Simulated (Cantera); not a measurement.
An isothermal, constant-pressure homogeneous reactor starts with H2 : O2 = 0.014 : 1 (molar parts), equivalence ratio 0.0070, at 973 K and 2.40 Torr. Integrator tolerance rtol = 1e-08.

Cantera simulation using GRI-Mech 3.0 (53 species, 325 reactions); the numbers are that mechanism's predictions, not measurements. Radical loss at walls, strong at low pressure, is not modelled.

Problem. What does this change do: temperature 973 to 1398 K?

Solution. 
```
quantity                                             before                                     after
-----------------  ----------------------------------------  ----------------------------------------
x(H2) at 1.00 s    3.02e-5 (gas-phase equilibrium 9.52e-12)   6.26e-5 (gas-phase equilibrium 1.09e-7)
x(O2) at 1.00 s         0.983 (gas-phase equilibrium 0.986)       0.975 (gas-phase equilibrium 0.986)
x(H2O2) at 1.00 s  5.68e-9 (gas-phase equilibrium 1.54e-12)  3.32e-9 (gas-phase equilibrium 8.60e-11)
x(H) at 1.00 s      0.000258 (gas-phase equilibrium <1e-12)  0.000414 (gas-phase equilibrium 2.78e-8)
x(H2O) at 1.00 s      0.0136 (gas-phase equilibrium 0.0139)     0.0127 (gas-phase equilibrium 0.0139)
x(HO2) at 1.00 s   5.35e-7 (gas-phase equilibrium 1.69e-10)   1.26e-7 (gas-phase equilibrium 2.51e-8)
x(OH) at 1.00 s    0.000253 (gas-phase equilibrium 1.55e-7)   0.00166 (gas-phase equilibrium 6.98e-5)
```
